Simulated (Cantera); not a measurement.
# Si(CH₃)₄ + CH₄ + H₂ (silicon carbide growth)

A closed system holds: 1 mol Si(CH₃)₄, 0.52 mol CH₄, 2.5 mol H₂, held at 0.100 bar.

Cantera equilibrium calculation (NASA polynomials, part measured and part estimated; ideal gas, pure solids and liquids). Candidate condensed phases: C, C₆H₆, C₇H₈, C₈H₁₈, Si, SiC; 87 gas species. The numbers say what is thermodynamically allowed, not how fast it happens.

From 1073 K to 1973 K the condensed part is C(graphite) + SiC(s).

| T (K) | log p H₂ | log p CH₄ | log p H | log p C₂H₂ (acetylene) | log p Si | log p SiH₂ | n C(graphite) | n SiC(s) |
|---|---|---|---|---|---|---|---|---|
| 1073 | -1.00 | -3.34 | -8.35 | -9.15 | <-13 | <-13 | 3.48 | 1.00 |
| 1173 | -1.00 | -3.71 | -7.43 | -8.21 | <-13 | -12.01 | 3.50 | 1.00 |
| 1273 | -1.00 | -4.03 | -6.65 | -7.43 | <-13 | -10.91 | 3.51 | 1.00 |
| 1373 | -1.00 | -4.30 | -5.98 | -6.76 | -11.78 | -9.97 | 3.52 | 1.00 |
| 1473 | -1.00 | -4.53 | -5.40 | -6.19 | -10.45 | -9.16 | 3.52 | 1.00 |
| 1573 | -1.00 | -4.74 | -4.89 | -5.69 | -9.28 | -8.45 | 3.52 | 1.00 |
| 1673 | -1.00 | -4.92 | -4.44 | -5.24 | -8.25 | -7.83 | 3.52 | 1.000 |
| 1773 | -1.00 | -5.08 | -4.05 | -4.85 | -7.34 | -7.28 | 3.52 | 1.000 |
| 1873 | -1.00 | -5.22 | -3.69 | -4.51 | -6.53 | -6.79 | 3.51 | 1.000 |
| 1973 | -1.00 | -5.34 | -3.37 | -4.20 | -5.81 | -6.35 | 3.51 | 1.000 |
log p: log10 of the partial pressure in bar; n: condensed amount in mol.
